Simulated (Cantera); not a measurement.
Cantera run:

```python
import numpy as np
import cantera as ct

gas_names = """
    H HO2 H2 H2O H2O2 H2S H2SO4 O OH O2 O3 S SH SO SO2 SO3 S2 S2O S8
""".split()
cond_names = """
    H2O(s) H2O(L) H2SO4(L) S(cr1) S(cr2) S(L)
""".split()


# ... load() reads the species with a 1 bar reference pressure and builds the phases ...
atoms = {
    'S': {'S': 1},
    'H2O': {'H': 2, 'O': 1},
    'O2': {'O': 2},
}
top_T = {}  # K; cautious upper limits of use, not melting points


# ... equilibrate(T, P, feed) seeds the gas with the atoms and calls Mixture.equilibrate('TP', solver="vcs", rtol=1e-11, max_steps=5000) ...
results = []
feed = {'S': 1, 'H2O': 0.15, 'O2': 0.08}  # mol
P = 1000  # Pa
for T in [898, 1048, 1198, 1348, 1498, 1648, 1798, 1948, 2098, 2248, 2398, 2548, 2698]:
    mix = equilibrate(T, P, feed)
    results.append((T, P, feed, dict(zip(mix.species_names, mix.species_moles))))
    x = sorted(zip(gas.X, gas.species_names), reverse=True)
    print(f"T = {T:g} K  P = {P:g} Pa  gas = {mix.phase_moles(0):.4g} mol")
    print("   x: " + "  ".join(f"{s} {v:.3e}" for v, s in x if v > 1e-06))
    print("   condensed (mol): " + ("  ".join(f"{mix.phase(i).name} {mix.phase_moles(i):.4g}"
          for i in range(1, mix.n_phases) if mix.phase_moles(i) > 1e-12) or "none"))
```

It prints:

```
T = 898 K  P = 1000 Pa  gas = 0.6801 mol
   x: S2 6.312e-01  H2O 1.645e-01  SO2 1.430e-01  H2S 5.452e-02  S2O 5.204e-03  H2 1.483e-03  SO 1.334e-05  SH 9.045e-06
   condensed (mol): none
T = 1048 K  P = 1000 Pa  gas = 0.6836 mol
   x: S2 6.389e-01  H2O 1.751e-01  SO2 1.367e-01  H2S 3.849e-02  H2 5.820e-03  S2O 4.767e-03  SO 1.347e-04  SH 7.537e-05
   condensed (mol): none
T = 1198 K  P = 1000 Pa  gas = 0.6872 mol
   x: S2 6.407e-01  H2O 1.747e-01  SO2 1.356e-01  H2S 2.798e-02  H2 1.544e-02  S2O 4.502e-03  SO 7.697e-04  SH 3.586e-04  S 4.073e-06
   condensed (mol): none
T = 1348 K  P = 1000 Pa  gas = 0.6917 mol
   x: S2 6.372e-01  H2O 1.648e-01  SO2 1.380e-01  H2 3.102e-02  H2S 2.041e-02  S2O 4.335e-03  SO 3.011e-03  SH 1.164e-03  S 4.569e-05  H 4.075e-06
   condensed (mol): none
T = 1498 K  P = 1000 Pa  gas = 0.6975 mol
   x: S2 6.283e-01  H2O 1.480e-01  SO2 1.416e-01  H2 5.085e-02  H2S 1.479e-02  SO 8.989e-03  S2O 4.199e-03  SH 2.873e-03  S 3.152e-04  H 3.875e-05  OH 3.198e-06
   condensed (mol): none
T = 1648 K  P = 1000 Pa  gas = 0.7051 mol
   x: S2 6.135e-01  SO2 1.433e-01  H2O 1.271e-01  H2 7.192e-02  SO 2.180e-02  H2S 1.065e-02  SH 5.805e-03  S2O 4.031e-03  S 1.523e-03  H 2.388e-04  OH 1.897e-05
   condensed (mol): none
T = 1798 K  P = 1000 Pa  gas = 0.7157 mol
   x: S2 5.909e-01  SO2 1.399e-01  H2O 1.050e-01  H2 9.136e-02  SO 4.460e-02  SH 1.008e-02  H2S 7.649e-03  S 5.618e-03  S2O 3.775e-03  H 1.064e-03  OH 8.037e-05
   condensed (mol): none
T = 1948 K  P = 1000 Pa  gas = 0.7316 mol
   x: S2 5.573e-01  SO2 1.291e-01  H2 1.068e-01  H2O 8.310e-02  SO 7.876e-02  S 1.674e-02  SH 1.549e-02  H2S 5.442e-03  H 3.692e-03  S2O 3.395e-03  OH 2.600e-04  O 6.664e-06  O2 2.251e-06
   condensed (mol): none
T = 2098 K  P = 1000 Pa  gas = 0.7567 mol
   x: S2 5.081e-01  SO 1.217e-01  H2 1.157e-01  SO2 1.109e-01  H2O 6.249e-02  S 4.181e-02  SH 2.133e-02  H 1.047e-02  H2S 3.777e-03  S2O 2.879e-03  OH 6.707e-04  O 4.328e-05  O2 9.964e-06
   condensed (mol): none
T = 2248 K  P = 1000 Pa  gas = 0.7964 mol
   x: S2 4.396e-01  SO 1.658e-01  H2 1.156e-01  S 8.955e-02  SO2 8.780e-02  H2O 4.388e-02  SH 2.629e-02  H 2.498e-02  H2S 2.484e-03  S2O 2.256e-03  OH 1.420e-03  O 2.116e-04  O2 3.371e-05
   condensed (mol): none
T = 2398 K  P = 1000 Pa  gas = 0.8576 mol
   x: S2 3.512e-01  SO 2.004e-01  S 1.661e-01  H2 1.043e-01  SO2 6.389e-02  H 5.089e-02  SH 2.854e-02  H2O 2.813e-02  OH 2.516e-03  S2O 1.598e-03  H2S 1.480e-03  O 8.223e-04  O2 9.181e-05
   condensed (mol): none
T = 2548 K  P = 1000 Pa  gas = 0.9456 mol
   x: S 2.672e-01  S2 2.503e-01  SO 2.170e-01  H 8.869e-02  H2 8.223e-02  SO2 4.343e-02  SH 2.656e-02  H2O 1.612e-02  OH 3.803e-03  O 2.677e-03  S2O 1.006e-03  H2S 7.543e-04  O2 2.145e-04
   condensed (mol): none
T = 2698 K  P = 1000 Pa  gas = 1.056 mol
   x: S 3.728e-01  SO 2.142e-01  S2 1.548e-01  H 1.320e-01  H2 5.479e-02  SO2 2.854e-02  SH 2.066e-02  H2O 8.143e-03  O 7.701e-03  OH 5.013e-03  S2O 5.599e-04  O2 4.624e-04  H2S 3.118e-04
   condensed (mol): none
```

These are equilibrium values from Cantera (NASA tables, ideal gas, pure condensed phases), not measurements of a reactor. Gases not in the tables: S3 to S7.
